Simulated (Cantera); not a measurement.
Mixture: CH4 : O2 : N2 = 1 : 3.7 : 13.9 (molar parts), equivalence ratio 0.54, at 0.940 bar, adiabatic and at constant pressure. Ignition delay is the time to a rise of 400 K.

Detailed kinetics in Cantera: GRI-Mech 3.0 (53 species, 325 reactions).

### Question
What does this change do: constant volume in place of constant pressure?

### Answer
| quantity | before | after |
|---|---|---|
| delay at 1225 K | 24.5 ms | 23.7 ms |
| delay at 1375 K | 3.63 ms | 3.50 ms |
| delay at 1525 K | 0.797 ms | 0.768 ms |
| delay at 1675 K | 0.251 ms | 0.240 ms |
| delay at 1825 K | 0.100 ms | 95.2 µs |
| apparent activation energy between 1675 and 1825 K | 160 kJ/mol | 160 kJ/mol |

### Question
What does this change do: 0.17 parts H2 added?

### Answer
| quantity | before | after |
|---|---|---|
| delay at 1225 K | 24.5 ms | 6.00 ms |
| delay at 1375 K | 3.63 ms | 1.38 ms |
| delay at 1525 K | 0.797 ms | 0.422 ms |
| delay at 1675 K | 0.251 ms | 0.164 ms |
| delay at 1825 K | 0.100 ms | 74.8 µs |
| apparent activation energy between 1675 and 1825 K | 160 kJ/mol | 130 kJ/mol |

### Question
What does this change do: pressure from 0.940 bar to 10.0 bar?

### Answer
```json
[
 {"quantity": "delay at 1225 K", "before": "24.5 ms", "after": "2.68 ms"},
 {"quantity": "delay at 1375 K", "before": "3.63 ms", "after": "0.502 ms"},
 {"quantity": "delay at 1525 K", "before": "0.797 ms", "after": "0.120 ms"},
 {"quantity": "delay at 1675 K", "before": "0.251 ms", "after": "35.5 µs"},
 {"quantity": "delay at 1825 K", "before": "0.100 ms", "after": "12.9 µs"},
 {"quantity": "apparent activation energy between 1675 and 1825 K", "before": "160 kJ/mol", "after": "170 kJ/mol"}
]
```
